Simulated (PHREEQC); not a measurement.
Make-up at 25 °C: 2.7 mol NaCl and 0.19 mol K2SO4 per kg of water. It is in equilibrium with CO2 at log p = -1 (atm). Otherwise closed; pH follows from the charge balance.

Computed with PHREEQC (Pitzer model, pitzer.dat).

**Question.** The ionic strength comes out as 3.27 mol/kgw. What activity coefficients do HSO4-, H+, Cl-, HCO3-, K+ get?

**Answer.** HSO4- 0.46, H+ 1.6, Cl- 0.57, HCO3- 0.38, K+ 0.60. Single-ion values are on the MacInnes scale.

No solid was allowed to form. In brines, pH and single-ion activities rest on the MacInnes convention.
